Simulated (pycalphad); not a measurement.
All values are pycalphad results on the COST 507 light-alloy database (1999) (1 atm), not direct measurements. The data set is of 1999 and partly superseded. Phase fractions are per mole of atoms. Kinetics are ignored, which matters at the lower temperatures.

Q: Give the equilibrium state of Ti-0.58C (at.%) at 927 °C.

A: 
```
T = 1200.00 K, P = 101325 Pa, N = 1 mol of atoms
G = -59742 J/mol, H = 30188 J/mol, S = 74.94 J/(mol K)  (SER reference)
chemical potentials (J/mol): Ti -58700, C -238266
phase             fraction      x(Ti)       x(C)
BCC_A2              0.9945     0.9961     0.0039
FCC_A1              0.0055     0.6555     0.3445
```

Q: Give the equilibrium state of Ti-0.58C (at.%) at 227 °C.

A: 
```
T = 500.00 K, P = 101325 Pa, N = 1 mol of atoms
G = -18067 J/mol, H = 4060 J/mol, S = 44.26 J/(mol K)  (SER reference)
chemical potentials (J/mol): Ti -16843, C -227948
phase             fraction      x(Ti)       x(C)
HCP_A3              0.9845     0.9999   9.68e-05
FCC_A1              0.0155     0.6310     0.3690
```

FCC_A1 is fcc; BCC_A2 is bcc; HCP_A3 is hcp. The fcc model also describes the rock-salt carbide or nitride (TiC, TiN, HfC).
